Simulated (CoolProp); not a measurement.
Vapour-liquid equilibrium of ethylbenzene (1) + m-xylene (2) at 1.11 kPa; x and y are mole fractions of (1).

Model: multi-fluid Helmholtz-energy mixture model, Zhou 2012 and Zhou 2012; pair parameters Bell 2016, in CoolProp.

```csv
x,bubble temperature (K),y at the bubble point,dew temperature at overall composition x (K),liquid density (mol/L)
0.05,297.9,0.059,297.9,8.101
0.2,297.4,0.226,297.5,8.106
0.35,297.0,0.384,297.1,8.111
0.5,296.7,0.534,296.7,8.117
0.65,296.3,0.678,296.4,8.124
0.8,296.0,0.818,296.1,8.132
0.95,295.8,0.955,295.8,8.141
```

No azeotrope shows between x = 0.05 and 0.95.

Pair parameters are fitted to limited data, so mixtures are less certain than the pure fluids.
